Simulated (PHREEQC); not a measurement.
## Brine

A solution holds 0.0013 mol/kgw KOH, 0.00016 mol/kgw BaCl2 and 0.24 mol/kgw KBr, at 25 °C. It is in equilibrium with CO2 at log p = 0 (atm). Otherwise closed; pH follows from the charge balance.

Equilibrium calculation in PHREEQC: ion-association model, phreeqc.dat.

Precipitation was switched off in this run.

Q: What pH, density does the model give?

A: pH 4.81; density 1.018 g/cm³.

Q: In which forms is C present?

A: CO2 96 %, HCO3- 4.0 % of the C.

Species that the database lacks are ignored.
